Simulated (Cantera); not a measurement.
A Cantera script and what it prints.

```python
import numpy as np
import cantera as ct

gas_names = """
    C CH CH2 CH3 CH2OH CH3O CH4 CH3OH CO CO2 COOH C2 C2H CHCO,ketyl C2H2,acetylene C2H2,vinylidene
    CH2CO,ketene C2H3,vinyl CH3CO,acetyl C2H4 C2H4O,ethylen CH3CHO,ethanal CH3COOH (HCOOH)2 C2H5 C2H6
    CH3OCH3 C2H5OH C2O C3 C3H3,propargyl C3H4,allene C3H4,propyne C3H4,cyclo- C3H5,allyl C3H6,propylene
    C3H6,cyclo- C3H6O C3H7,n-propyl C3H7,i-propyl C3H8 C3H8O,1propanol C3H8O,2propanol C3O2 C4 C4H2
    C4H4,1,3-cyclo- C4H6,butadiene C4H6,2-butyne C4H6,cyclo- C4H8,1-butene C4H8,cis2-buten
    C4H8,tr2-butene C4H8,isobutene C4H8,cyclo- (CH3COOH)2 C4H9,n-butyl C4H9,i-butyl C4H9,s-butyl
    C4H9,t-butyl C4H10,isobutane C4H10,n-butane C5 C5H6,1,3cyclo- C5H8,cyclo- C5H10,1-pentene
    C5H10,cyclo- C5H11,pentyl C5H11,t-pentyl C5H12,n-pentane C5H12,i-pentane CH3C(CH3)2CH3 C6H2
    C6H5,phenyl C6H5O,phenoxy C6H6 C6H5OH,phenol C6H10,cyclo- C6H12,1-hexene C6H12,cyclo- C6H13,n-hexyl
    C7H7,benzyl C7H8 C7H8O,cresol C7H14,1-heptene C7H15,n-heptyl C7H16,n-heptane C8H8,styrene
    C8H10,ethylbenz C8H16,1-octene C8H17,n-octyl C8H18,isooctane C8H18,n-octane C9H19,n-nonyl
    C10H8,naphthale C10H21,n-decyl C12H9,o-bipheny C12H10,bipheny Fe FeC5O5 FeO Fe(OH)2 H HCO HO2 H2
    HCHO,formaldehy HCOOH H2O H2O2 O OH O2 O3
""".split()
cond_names = """
    C(gr) C6H6(L) C7H8(L) C8H18(L),n-octa Fe(a) Fe(c) Fe(d) Fe(L) FeC5O5(L) FeO(s) FeO(L) Fe(OH)2(s)
    Fe(OH)3(s) Fe2O3(s) Fe3O4(s) H2O(s) H2O(L)
""".split()


def load(file, names, dense=False):
    # The tables refer to 1 bar. Condensed volumes are neglected.
    table = {s.name: s for s in ct.Species.list_from_file(file)}
    out = []
    for n in names:
        d = dict(table[n].input_data)
        d["thermo"] = dict(d["thermo"], **{"reference-pressure": 1e5})
        if dense:
            d["equation-of-state"] = {"model": "constant-volume", "density": "1e6 g/cm^3"}
        out.append(ct.Species.from_dict(d))
    return out


gas = ct.Solution(thermo="ideal-gas", species=load("nasa_gas.yaml", gas_names))
cond = {s.name: ct.Solution(thermo="fixed-stoichiometry", species=[s], name=s.name)
        for s in load("nasa_condensed.yaml", cond_names, dense=True)}
atoms = {
    'Fe(CO)5': {'Fe': 1, 'C': 5, 'O': 5},
    'CO': {'C': 1, 'O': 1},
    'H2': {'H': 2},
}
top_T = {'C(gr)': 4500, 'Fe2O3(s)': 1830, 'Fe3O4(s)': 1870}  # K; cautious upper limits of use, not melting points


def equilibrate(T, P, feed):
    n = {}
    for name, mol in feed.items():
        for a, k in atoms[name].items():
            n[a] = n.get(a, 0.0) + k * mol
    gas.TPX = T, P, n
    mass = sum(n.values()) * gas.mean_molecular_weight
    gas.equilibrate("TP")
    valid = [c for c in cond.values() if c.min_temp <= T <= top_T.get(c.name, c.max_temp)]
    mix = ct.Mixture([(gas, mass / gas.mean_molecular_weight)] + [(c, 0.0) for c in valid])
    mix.T, mix.P = T, P
    mix.equilibrate("TP", solver="gibbs", rtol=1e-10, max_steps=50000)
    return mix


results = []
feed = {'Fe(CO)5': 1, 'CO': 0.2, 'H2': 14}  # mol
P = 27000  # Pa
for T in [975, 1025, 1075, 1125, 1175, 1225, 1275, 1325, 1375, 1425, 1475]:
    mix = equilibrate(T, P, feed)
    results.append((T, P, feed, dict(zip(mix.species_names, mix.species_moles))))
    x = sorted(zip(gas.X, gas.species_names), reverse=True)
    print(f"T = {T:g} K  P = {P:g} Pa  gas = {mix.phase_moles(0):.4g} mol")
    print("   x: " + "  ".join(f"{s} {v:.3e}" for v, s in x if v > 1e-06))
    print("   condensed (mol): " + ("  ".join(f"{mix.phase(i).name} {mix.phase_moles(i):.4g}"
          for i in range(1, mix.n_phases) if mix.phase_moles(i) > 1e-12) or "none"))
```

Result:

```
T = 975 K  P = 27000 Pa  gas = 18.15 mol
   x: H2 7.103e-01  CO 2.319e-01  H2O 2.672e-02  CH4 1.712e-02  CO2 1.394e-02
   condensed (mol): C(gr) 0.4274  Fe(a) 1
T = 1025 K  P = 27000 Pa  gas = 18.65 mol
   x: H2 7.170e-01  CO 2.538e-01  H2O 1.303e-02  CH4 1.020e-02  CO2 5.981e-03
   condensed (mol): C(gr) 0.1644  Fe(a) 1
T = 1075 K  P = 27000 Pa  gas = 18.91 mol
   x: H2 7.212e-01  CO 2.634e-01  H2O 6.482e-03  CH4 6.334e-03  CO2 2.546e-03
   condensed (mol): C(gr) 0.05096  Fe(a) 1
T = 1125 K  P = 27000 Pa  gas = 19.04 mol
   x: H2 7.239e-01  CO 2.675e-01  CH4 4.082e-03  H2O 3.363e-03  CO2 1.130e-03
   condensed (mol): C(gr) 0.007803  Fe(a) 1
T = 1175 K  P = 27000 Pa  gas = 19.1 mol
   x: H2 7.258e-01  CO 2.691e-01  CH4 2.534e-03  H2O 1.965e-03  CO2 5.693e-04
   condensed (mol): Fe(a) 1
T = 1225 K  P = 27000 Pa  gas = 19.14 mol
   x: H2 7.271e-01  CO 2.698e-01  CH4 1.563e-03  H2O 1.248e-03  CO2 3.155e-04
   condensed (mol): Fe(c) 1
T = 1275 K  P = 27000 Pa  gas = 19.16 mol
   x: H2 7.278e-01  CO 2.702e-01  CH4 1.002e-03  H2O 8.193e-04  CO2 1.829e-04  H 1.210e-06
   condensed (mol): Fe(c) 1
T = 1325 K  P = 27000 Pa  gas = 19.17 mol
   x: H2 7.283e-01  CO 2.704e-01  CH4 6.637e-04  H2O 5.542e-04  CO2 1.104e-04  H 2.686e-06
   condensed (mol): Fe(c) 1
T = 1375 K  P = 27000 Pa  gas = 19.18 mol
   x: H2 7.285e-01  CO 2.706e-01  CH4 4.532e-04  H2O 3.854e-04  CO2 6.922e-05  H 5.629e-06
   condensed (mol): Fe(c) 1
T = 1425 K  P = 27000 Pa  gas = 19.19 mol
   x: H2 7.287e-01  CO 2.706e-01  CH4 3.178e-04  H2O 2.750e-04  CO2 4.490e-05  H 1.121e-05
   condensed (mol): Fe(c) 1
T = 1475 K  P = 27000 Pa  gas = 19.19 mol
   x: H2 7.288e-01  CO 2.707e-01  CH4 2.279e-04  H2O 2.011e-04  CO2 3.007e-05  H 2.131e-05  C2H2,acetylene 1.452e-06
   condensed (mol): Fe(c) 1
```

Equilibrium computed with Cantera from the NASA thermochemical tables; the gas is ideal and each condensed phase is pure. Condensed phases not in the tables: cementite and carbon dissolved in iron.
